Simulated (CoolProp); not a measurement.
The numbers come from the reference Helmholtz-energy equation of state, Zhou 2011 in CoolProp.

Task: For dimethyl carbonate, give the phase and the density (kg/m³), cv (kJ/(kg K)), Joule-Thomson coefficient (K/MPa) at 326.85 °C and 818 kPa; 326.85 °C and 4090 kPa.

Result: 
- 326.85 °C and 818 kPa: gas; density 15.5, cv 1.77, Joule-Thomson coefficient 5.77
- 326.85 °C and 4090 kPa: gas; density 100, cv 1.82, Joule-Thomson coefficient 8.03
